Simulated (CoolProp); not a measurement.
A closed Brayton cycle with nitrogen: compressor inlet 311.15 K and 6.3 MPa, high pressure 17.1 MPa, turbine inlet 770 K, compressor efficiency 0.85, turbine efficiency 0.85, recuperator effectiveness 0.8 (on enthalpy, no pinch check). Each further row changes one setting.

The numbers come from the reference Helmholtz-energy equation of state, Span 2000 in CoolProp.

```tsv
case	thermal efficiency (%)	net work (kJ/kg)	compressor to turbine work	compressor exit (K)	turbine exit (K)
as stated	21.4	47.4	0.73	433.7	614.5
turbine inlet 720 K	(withheld)	35.8	0.78	433.7	573.1
compressor inlet 321.15 K	19.7	42.9	0.76	447.5	614.5
high pressure 14.5 MPa	22.2	(withheld)	0.70	411.0	(withheld)
recuperator effectiveness 0.5	16.9	47.4	0.73	433.7	614.5
```

Problem. What belongs in the gaps?

Solution. 
- turbine inlet 720 K, thermal efficiency (%): 17.8
- high pressure 14.5 MPa, net work (kJ/kg): 45.6
- high pressure 14.5 MPa, turbine exit (K): 637.7
